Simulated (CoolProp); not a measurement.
Vapour-liquid equilibrium of dimethyl ether (1) + n-butane (2) at 334.9 K; x and y are mole fractions of (1).

Values from CoolProp's multi-fluid Helmholtz-energy mixture model, Wu 2011 and Bücker 2006; pair parameters Bell 2016.

**Question.** Give the bubble pressure and the first vapour's composition at x = 0.05, 0.125, 0.725. Is there an azeotrope?

**Answer.** x = 0.05: 0.7324 MPa, y = 0.120; x = 0.125: 0.8253 MPa, y = 0.261; x = 0.725: 1.352 MPa, y = 0.809. No azeotrope shows between x = 0.05 and 0.95.

The pair parameters rest on a limited set of measurements; away from them the model extrapolates.
